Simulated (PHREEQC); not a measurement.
Solution (90 °C): 0.003 mol NH4HF2, 9.5e-05 mol H2SiF6, 0.029 mol H3AsO4 and 4.1e-05 mol H2SO4 per kg of water. Closed to the air; pH follows from the charge balance.

The numbers come from PHREEQC with the ion-association model, wateq4f.dat.

Each row changes one thing in this solution. This is a speciation only: nothing precipitates in the calculation.

```tsv
case	pH	ionic strength (mol/kgw)	H3AsO4 (mol/kgw)	H2AsO4- (mol/kgw)	HF (mol/kgw)	F- (mol/kgw)	SI of Quartz (SiO2)
as made	2.19	0.0102	0.0190	0.00996	0.00634	0.000201	-0.83
0.0014 mol/kgw HBr added	2.14	0.0110	0.0197	0.00935	0.00636	0.000183	-0.83
H3AsO4 from 0.029 to 0.0261 mol/kgw	2.22	0.00968	0.0167	0.00940	0.00633	0.000215	-0.83
H2SiF6 from 9.5e-05 to 0.00019 mol/kgw	2.19	0.0102	0.0191	0.00995	0.00689	0.000218	-0.53
0.0091 mol/kgw Cs2SO4 added	2.35	0.0301	0.0159	0.0131	0.00623	0.000310	-0.82
H2SiF6 replaced by Na2SiF6 at the same molality	2.19	0.0103	0.0190	0.0100	0.00634	0.000204	-0.83
diluted 10-fold with water	2.79	0.00200	0.000975	0.00193	0.000586	7.00e-5	-1.83
temperature from 90 to 45 °C	2.11	0.0116	0.0180	0.0110	0.00570	0.000380	-0.83
```

Away from 25 °C the constants follow the database's enthalpies or fits; those with neither stay at their 25 °C values. SiF6-2 is the database's only silicon fluoride.
